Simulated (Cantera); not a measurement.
Charge: 1 mol SiH₂Cl₂, 0.1 mol NO, held at 1500 K and 19.0 Pa.

These are equilibrium values from Cantera (NASA tables, ideal gas, pure condensed phases), not measurements of a reactor. Candidate condensed phases: H₂O, NH₄Cl, Si, SiO₂, Si₂N₂O, Si₃N₄; 47 gas species. The tables' values for SiCl₃, SiCl are old estimates; treat these amounts as uncertain. The numbers say what is thermodynamically allowed, not how fast it happens.

Base state: H₂ 0.365, SiCl₂ 0.358, HCl 0.202, SiO 0.0466, N₂ 0.0233, SiCl₃ 0.00411, H 0.000771, Cl 0.000344 (mole fractions); condensed: Si(s).

### Question
What changes in the equilibrium state with this change: SiH₂Cl₂ replaced by SiF₄?

### Answer
```
species       before    after
----------  --------  -------
SiF₄               0    0.909
N₂            0.0233   0.0454
O₂             <1e-9   0.0454
H₂             0.365        0
SiCl₂          0.358        0
HCl            0.202        0
SiO           0.0466  3.11e-9
SiCl₃        0.00411        0
H           0.000771        0
Cl          0.000344        0
SiCl        0.000186        0
Si(s), mol     0.121        0
```
The tables' values for SiF₃ are old estimates; treat these amounts as uncertain.

### Question
What changes in the equilibrium state with this change: NO from 0.1 to 4.5 mol?

### Answer
```csv
species,before,after
N₂,0.0233,0.400
HCl,0.202,0.275
O₂,<1e-9,0.202
H₂,0.365,1.24e-5
SiCl₂,0.358,<1e-9
SiO,0.0466,2.76e-9
H₂O,2.06e-8,0.0404
Cl,0.000344,0.0806
SiCl₃,0.00411,<1e-9
NO,<1e-9,0.000855
"Si(s), mol",0.121,0
"SiO₂(β-quartz), mol",0,1.00
```
The tables hold silica as quartz up to 1696 K and as liquid above; real silica turns to tridymite and cristobalite and melts near 1996 K.
